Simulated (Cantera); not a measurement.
What does this Cantera script print?

```python
import numpy as np
import cantera as ct

gas_names = """
    H HO2 H2 H2O H2O2 Nb NbO NbO2 O OH O2 O3
""".split()
cond_names = """
    H2O(s) H2O(L) Nb(cr) Nb(L) NbO(s) NbO(L) NbO2(I) NbO2(II) NbO2(III) NbO2(L) Nb2O5(s) Nb2O5(L)
""".split()


def load(file, names, dense=False):
    # The tables refer to 1 bar. Condensed volumes are neglected.
    table = {s.name: s for s in ct.Species.list_from_file(file)}
    out = []
    for n in names:
        d = dict(table[n].input_data)
        d["thermo"] = dict(d["thermo"], **{"reference-pressure": 1e5})
        if dense:
            d["equation-of-state"] = {"model": "constant-volume", "density": "1e6 g/cm^3"}
        out.append(ct.Species.from_dict(d))
    return out


gas = ct.Solution(thermo="ideal-gas", species=load("nasa_gas.yaml", gas_names))
cond = {s.name: ct.Solution(thermo="fixed-stoichiometry", species=[s], name=s.name)
        for s in load("nasa_condensed.yaml", cond_names, dense=True)}
atoms = {
    'Nb2O5': {'Nb': 2, 'O': 5},
    'H2': {'H': 2},
}
top_T = {}  # K; cautious upper limits of use, not melting points


def equilibrate(T, P, feed):
    n = {}
    for name, mol in feed.items():
        for a, k in atoms[name].items():
            n[a] = n.get(a, 0.0) + k * mol
    gas.TPX = T, P, n
    mass = sum(n.values()) * gas.mean_molecular_weight
    gas.equilibrate("TP")
    valid = [c for c in cond.values() if c.min_temp <= T <= top_T.get(c.name, c.max_temp)]
    mix = ct.Mixture([(gas, mass / gas.mean_molecular_weight)] + [(c, 0.0) for c in valid])
    mix.T, mix.P = T, P
    mix.equilibrate("TP", solver="vcs", rtol=1e-11, max_steps=5000)
    return mix


results = []
T = 1800  # K
P = 54  # Pa
for m in [8.8, 12, 17, 24, 34, 47, 66, 93, 130, 180, 250, 360, 500]:
    feed = {'Nb2O5': 1, 'H2': m}  # mol
    mix = equilibrate(T, P, feed)
    results.append((T, P, feed, dict(zip(mix.species_names, mix.species_moles))))

top = {s: max(r[3][s] / sum(r[3][g] for g in gas_names) for r in results) for s in gas_names}
cols = sorted((s for s in top if top[s] > 0.001), key=lambda s: -top[s])[:9]
seen = [c for c in cond_names if any(r[3].get(c, 0) > 1e-12 for r in results)]
print("log10 of partial pressures in bar; condensed amounts in mol")
print(f"{'n(H2)':>10s}" + "".join(f"{s[:9]:>10s}" for s in cols + seen))
for T, P, feed, n in results:
    ng = sum(n[g] for g in gas_names)
    print(f"{feed['H2']:10.4g}" + "".join(f"{np.log10(max(n[s] / ng * P / 1e5, 1e-99)):10.3f}" for s in cols)
          + "".join(f"{n.get(c, 0):10.4g}" for c in seen))
```

It prints:

```
log10 of partial pressures in bar; condensed amounts in mol
     n(H2)        H2       H2O         H    NbO(s) NbO2(III)
       8.8    -3.327    -4.216    -5.109         0     1.998
        12    -3.312    -4.351    -5.102         0     1.998
        17    -3.301    -4.502    -5.096         0     1.997
        24    -3.293    -4.652    -5.092         0     1.995
        34    -3.287    -4.803    -5.090         0     1.993
        47    -3.284    -4.944    -5.088         0     1.991
        66    -3.281    -5.091    -5.087         0     1.987
        93    -3.279    -5.240    -5.086         0     1.981
       130    -3.278    -5.385    -5.085         0     1.974
       180    -3.277    -5.493    -5.085   0.08003     1.883
       250    -3.277    -5.493    -5.085       0.5     1.449
       360    -3.277    -5.493    -5.085      1.16    0.7666
       500    -3.277    -5.507    -5.085     1.901         0
```

These are equilibrium values from Cantera (NASA tables, ideal gas, pure condensed phases), not measurements of a reactor. Mutual solubility and eutectic melting of coexisting phases are not modelled. NbO: taken at fixed stoichiometry. Condensed phases not in the tables: the oxides between NbO2 and Nb2O5.
